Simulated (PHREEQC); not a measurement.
0.064 g of hydrous ferric oxide (600 m²/g; 0.2 weak and 0.005 strong sites per Fe, Dzombak-Morel constants, diffuse double layer) in 1 kg of water with 0.005 mol/kgw of an inert sodium salt and 3.2e-05 mol/kgw CuCl2 and 3.8e-07 mol/kgw ZnSO4, at 25 °C; the pH is set by adding NaOH or the inert anion's acid. O2 is buffered at 0.21 atm. The system is closed to CO2. No solid was allowed to form.

Base run: PHREEQC, ion-association model, wateq4f.dat. Each further column changes one thing. The table gives Cu sorbed (%).

```
pH   base  no electrostatic term (-no_edl)  background salt from 0.005 to 0.0005 mol/kgw  oxide from 0.064 to 0.32 g/kgw
---  ----  -------------------------------  --------------------------------------------  ------------------------------
4     0.6                              1.2                                           0.5                             3.0
5    12.9                             25.5                                          11.1                            47.9
5.5  35.0                             68.9                                          31.2                            82.1
6    70.1                             94.9                                          66.4                            96.9
7    97.3                             99.8                                          96.9                            99.9
8    97.8                             99.5                                          97.7                            99.9
8.5  97.7                             98.2                                          97.7                            99.9
9    97.5                             92.0                                          97.6                            99.9
10   96.9                             24.8                                          97.4                            99.9
```

The database's constant for dissolved Cu(OH)2 is higher than later reviews accept. In at least one series the solution becomes supersaturated in solids that the run did not let form, among them Cu(OH)2.
